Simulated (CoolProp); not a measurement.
Vapour-liquid equilibrium of cyclohexane (1) + toluene (2) at 178.15 °C; x and y are mole fractions of (1).

The numbers come from the multi-fluid Helmholtz-energy mixture model, Zhou 2014 and Lemmon 2006; pair parameters Bell 2016 in CoolProp.

```
x     bubble pressure, mixture model (MPa)  bubble pressure, Raoult's law (MPa)  y, mixture model  y, Raoult's law
----  ------------------------------------  -----------------------------------  ----------------  ---------------
0.05                                0.5284                               0.5207             0.095            0.090
0.2                                 0.6111                               0.5862             0.322            0.319
0.35                                0.6853                               0.6518               [?]            0.503
0.5                                 0.7522                               0.7173               [?]            0.652
0.65                                   [?]                               0.7829               [?]            0.777
0.8                                 0.8686                               0.8484               [?]            0.882
0.95                                0.9198                               0.9140               [?]            0.973
```

Question: What belongs in the gaps?

Answer: 
- 0.35, y, mixture model: 0.492
- 0.5, y, mixture model: 0.628
- 0.65, bubble pressure, mixture model (MPa): 0.8130
- 0.65, y, mixture model: 0.747
- 0.8, y, mixture model: 0.856
- 0.95, y, mixture model: 0.964

The largest gap from Raoult's law is +5.1 % in bubble pressure, at x = 0.35. No azeotrope shows between x = 0.05 and 0.95.

The pair parameters rest on a limited set of measurements; away from them the model extrapolates.
